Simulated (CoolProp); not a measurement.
c-C4F8 (RC318) along the isotherm 500 K: fugacity coefficient from the reference equation and from simpler models built on Tc = 388.4 K, pc = 27.78 bar, ω = 0.355; each cubic takes its own stable root.

Values from CoolProp's reference Helmholtz-energy equation of state, Platzer 1990. This equation is an older, rougher fit; its heat capacities, sound speeds and derivatives of the liquid may be far off and weren't checked against measurements.

| p (bar) | phase | reference |
|---|---|---|
| 27.8 | supercritical | 0.8776 |
| 55.6 | supercritical | 0.7725 |
| 83.3 | supercritical | 0.6919 |
| 111 | supercritical | 0.6378 |
| 139 | supercritical | 0.6046 |
| 167 | supercritical | 0.5864 |
| 194 | supercritical | 0.5789 |
| 222 | supercritical | 0.5786 |
| 250 | supercritical | 0.5843 |
| 278 | supercritical | 0.5949 |

Q: How far does each simpler model (van der Waals, Redlich-Kwong, Soave-Redlich-Kwong, Peng-Robinson) lie from the reference over these 10 states: mean and median of the absolute difference, and the worst?

A: 
- van der Waals: mean 9.3 %, median 9.4 %, worst -13.1 % at 500 K and 111 bar
- Redlich-Kwong: mean 10.2 %, median 11.2 %, worst -13.6 % at 500 K and 278 bar
- Soave-Redlich-Kwong: mean 6.3 %, median 7.4 %, worst +9.3 % at 500 K and 278 bar
- Peng-Robinson: mean 3.2 %, median 2.6 %, worst -5.6 % at 500 K and 278 bar
